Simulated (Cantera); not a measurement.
An isothermal, constant-pressure homogeneous reactor starts with NH₃ : N₂ = 1 : 8.9 (molar parts), at 1800 K and 345 Torr.

Detailed kinetics in Cantera: the gas-phase N/H chemistry of the illustrative SiF4/NH3 mechanism in the Surface Chemkin manual (1991). Walls and surfaces, which speed up NH3 decomposition in real reactors, are not modelled.

x: mole fraction; the columns are a selection and need not sum to one.

| t (s) | x NH₃ | x H₂ | x N₂H₄ | x NH₂ | x N₂ | x N |
|---|---|---|---|---|---|---|
| 1.00e-5 | 0.101 | 3.72e-7 | <1e-12 | 8.07e-7 | 0.899 | <1e-12 |
| 2.93e-5 | 0.101 | 1.21e-6 | 7.62e-12 | 2.48e-6 | 0.899 | <1e-12 |
| 8.58e-5 | 0.101 | 3.67e-6 | 7.01e-11 | 7.39e-6 | 0.899 | 1.25e-12 |
| 0.000251 | 0.101 | 1.10e-5 | 6.11e-10 | 2.17e-5 | 0.899 | 3.84e-11 |
| 0.000737 | 0.101 | 3.69e-5 | … | 6.18e-5 | 0.899 | 4.25e-10 |
| 0.00216 | 0.101 | 0.000193 | … | 0.000136 | 0.899 | 1.98e-9 |
| 0.00632 | 0.100 | 0.000949 | … | 0.000154 | 0.899 | 6.52e-9 |
| 0.0185 | 0.0985 | 0.00324 | … | 0.000144 | 0.898 | 2.03e-8 |
| 0.0543 | 0.0938 | 0.00970 | … | 0.000127 | 0.896 | 5.79e-8 |
| 0.159 | 0.0814 | 0.0266 | … | 0.000106 | 0.892 | 1.15e-7 |
| 0.466 | 0.0553 | 0.0622 | … | 7.59e-5 | 0.882 | 1.51e-7 |
| 1.37 | 0.0213 | 0.109 | … | 3.71e-5 | 0.870 | 1.45e-7 |
| 4.00 | 0.00311 | 0.133 | 9.60e-11 | 8.58e-6 | 0.863 | 9.00e-8 |

Task: Some entries are withheld; supply them.

Result: 
- 0.000737, x N₂H₄: 4.98e-9
- 0.00216, x N₂H₄: 2.42e-8
- 0.00632, x N₂H₄: 3.12e-8
- 0.0185, x N₂H₄: 2.73e-8
- 0.0543, x N₂H₄: 2.12e-8
- 0.159, x N₂H₄: 1.46e-8
- 0.466, x N₂H₄: 7.54e-9
- 1.37, x N₂H₄: 1.80e-9
